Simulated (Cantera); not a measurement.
Charge: 1 mol (CH3)2SiCl2, 0.15 mol C2H2, 280 mol H2, at 2475 K and 0.100 bar.

Cantera equilibrium calculation (NASA polynomials, part measured and part estimated; ideal gas, pure solids and liquids). Candidate condensed phases: C, C6H6, C7H8, C8H18, Si, SiC; 109 gas species. The feed counts by its element totals alone. The tables' values for SiCl are old estimates; treat these amounts as uncertain. Gases not in the tables: Si2H6 and higher silanes. Rates play no part.

Base state: H2 0.918, H 0.0682, HCl 0.00640, C2H2 (acetylene) 0.00356, Si 0.00267, Cl 0.000337, SiC2 0.000257, SiH 0.000222 (mole fractions); condensed: gas only.

What changes in the equilibrium state with this change: (CH3)2SiCl2 replaced by CH3SiH3?


| species | before | after |
|---|---|---|
| H2 | 0.918 | 0.926 |
| H | 0.0682 | 0.0685 |
| Si | 0.00267 | 0.00282 |
| HCl | 0.00640 | 0 |
| C2H2 (acetylene) | 0.00356 | 0.00200 |
| Cl | 0.000337 | 0 |
| SiCl | 2.63e-5 | 0 |
| C2H | 1.80e-5 | 1.01e-5 |
| SiC2 | 0.000257 | 0.000152 |
| CH3 | 1.12e-5 | 8.46e-6 |
